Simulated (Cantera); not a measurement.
A freely propagating, adiabatic, planar premixed flame of CH₄ : O₂ : N₂ : CO₂ = 1 : 1.82 : 5.27 : 0.25 (molar parts), equivalence ratio 1.1, unburnt at 600 K and 3.00 bar; mixture-averaged transport, grid criteria slope 0.08 and curve 0.16, no radiation.

Cantera simulation using GRI-Mech 3.0 (53 species, 325 reactions); the numbers are that mechanism's predictions, not measurements. Burning velocities carry a grid error of a few per cent, more on coarse grids.

Question: Predict: laminar burning velocity; thermal thickness; peak x(HCO); peak x(CH₂CO); peak x(HCN).

Answer: 
| Property | Result |
|---|---|
| laminar burning velocity | 115 cm/s |
| thermal thickness | 0.117 mm |
| peak x(HCO) | 6.70e-5 |
| peak x(CH₂CO) | 0.000273 |
| peak x(HCN) | 1.01e-5 |
